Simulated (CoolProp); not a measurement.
Vapour-liquid equilibrium of n-pentane (1) + toluene (2) at 26.95 °C; x and y are mole fractions of (1).

Computed with CoolProp (multi-fluid Helmholtz-energy mixture model, Thol 2019 and Lemmon 2006; pair parameters Bell 2016).

| x | bubble pressure, mixture model (bar) | bubble pressure, Raoult's law (bar) | y, mixture model | y, Raoult's law |
|---|---|---|---|---|
| 0.05 | 0.09931 | 0.07661 | 0.596 | 0.479 |
| 0.15 | 0.1975 | 0.1459 | 0.815 | 0.755 |
| 0.25 | 0.2791 | 0.2151 | 0.881 | 0.854 |
| 0.35 | 0.3490 | 0.2844 | 0.914 | 0.904 |
| 0.45 | 0.4111 | 0.3536 | 0.935 | 0.935 |
| 0.55 | 0.4688 | 0.4228 | 0.950 | 0.955 |
| 0.65 | 0.5245 | 0.4921 | 0.963 | 0.970 |
| 0.75 | 0.5805 | 0.5613 | 0.974 | 0.981 |
| 0.85 | 0.6387 | 0.6306 | 0.985 | 0.990 |
| 0.95 | 0.7011 | 0.6998 | 0.995 | 0.997 |

The largest gap from Raoult's law is +35.4 % in bubble pressure, at x = 0.15. No azeotrope shows between x = 0.05 and 0.95.

The pair parameters rest on a limited set of measurements; away from them the model extrapolates.
